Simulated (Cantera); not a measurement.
**Equilibrium for carbothermic reduction: Fe3O4 + CH4 + CO**

A closed system holds: 1 mol Fe3O4, 1.5 mol CH4, 1.5 mol CO, equilibrated at 39.0 mbar.

Cantera equilibrium calculation (NASA polynomials, part measured and part estimated; ideal gas, pure solids and liquids). Candidate condensed phases: C, C6H6, C7H8, C8H18, Fe, Fe(CO)5, FeO, Fe(OH)2, Fe(OH)3, Fe2O3, Fe3O4, H2O; 114 gas species. Mutual solubility and eutectic melting of coexisting phases are not modelled. The tables' stoichiometric FeO is somewhat more stable than real wüstite, so its field is too wide. FeO: taken at fixed stoichiometry. Kinetics and transport are ignored.

From 975 K to 1175 K the condensed part is Fe(α) + FeO(s). From 1225 K to 1325 K the condensed part is Fe(γ) + FeO(s).

```
T (K)   x H2   x CO   x H2O   x CO2    x CH4      x H  x Fe(OH)2  n Fe(α)  n FeO(s)  n Fe(γ)
-----  -----  -----  ------  ------  -------  -------  ---------  -------  --------  -------
975    0.428  0.394  0.0717   0.106  4.96e-5  3.79e-9   4.61e-10     1.56      1.44        0
1025   0.420  0.401  0.0796  0.0986  1.11e-5  1.43e-8    1.52e-9     1.57      1.43        0
1075   0.412  0.407  0.0880  0.0934  2.80e-6  4.77e-8    4.51e-9     1.59      1.41        0
1125   0.404  0.411  0.0964  0.0892  7.90e-7  1.43e-7    1.22e-8     1.61      1.39        0
1175   0.396  0.414   0.104  0.0856  2.48e-7  3.90e-7    3.00e-8     1.64      1.36        0
1225   0.388  0.418   0.112  0.0825  8.49e-8  9.82e-7    6.87e-8        0      1.33     1.67
1275   0.380  0.420   0.120  0.0797  3.17e-8  2.30e-6    1.47e-7        0      1.30     1.70
1325   0.373  0.423   0.127  0.0771  1.27e-8  5.06e-6    2.95e-7        0      1.28     1.72
```
x: gas mole fraction; n: condensed amount in mol.
